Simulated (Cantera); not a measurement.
A perfectly stirred reactor is fed with CH4 : N2 = 1 : 52 (molar parts), at 101000 Pa; it is held at 1825 K, and followed from long to short residence time.

Computed with Cantera and GRI-Mech 3.0 (53 species, 325 reactions). GRI-Mech 3.0 stops at C3 and has no aromatics, soot or wall deposition, so with more carbon than oxygen in the feed, carbon stays in small species such as C2H2 where larger ones or solid carbon would form.

One state of this run: x CH4 = 0.0132; x HCN = 5.14e-7; x C2H = 5.43e-8; x CH3 = 0.000558; x CH2 = 1.01e-6; x H = 2.17e-5; x C2H2 = 0.00182. x: mole fraction; the columns are a selection and need not sum to one.

Which value of τ (s) does it belong to?
(A) 0.65
(B) 2.3
(C) 0.0013
(D) 0.016

C, 0.0013
